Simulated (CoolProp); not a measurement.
Saturated liquid density (kg/m³) of R1234yf: the reference equation beside estimates from Tc = 367.8 K, pc = 3.384 MPa, ω = 0.276. Rackett uses Z = 0.29056 − 0.08775 ω.

Model: reference Helmholtz-energy equation of state, Lemmon 2022, in CoolProp.

| T (K) | reference | Rackett | van der Waals | Redlich-Kwong | Soave-Redlich-Kwong |
|---|---|---|---|---|---|
| 292.5 | 1112 | 1099 | 654.2 | 925.8 | 975.2 |
| 296.5 | 1098 | 1084 | 645.6 | 910.4 | 959.7 |
| 300.6 | 1083 | 1069 | 636.6 | 894.1 | 943.2 |
| 304.6 | 1068 | 1054 | 627.5 | 877.7 | 926.5 |
| 308.6 | 1052 | 1039 | 618.1 | 860.8 | 909.0 |
| 312.7 | 1035 | 1023 | 608.1 | 842.8 | 890.4 |
| 316.7 | 1019 | 1006 | 597.9 | 824.5 | 871.4 |
| 320.8 | 1001 | 988.3 | 587.1 | 805.1 | 851.0 |
| 324.8 | 982.2 | 970.2 | 576.1 | 785.3 | 830.1 |
| 328.8 | 962.9 | 951.3 | 564.5 | 764.6 | 808.1 |
| 332.9 | 941.9 | 930.8 | 552.0 | 742.3 | 784.2 |
| 336.9 | 920.0 | 909.6 | 539.1 | 719.3 | 759.4 |
| 340.9 | 896.5 | 886.9 | 525.3 | 694.9 | 732.9 |

Absolute difference from the reference over all 13 rows, mean and median: Rackett 1.2 and 1.2 %, van der Waals 41.3 and 41.3 %, Redlich-Kwong 19.3 and 19.1 %, Soave-Redlich-Kwong 14.8 and 14.5 %.
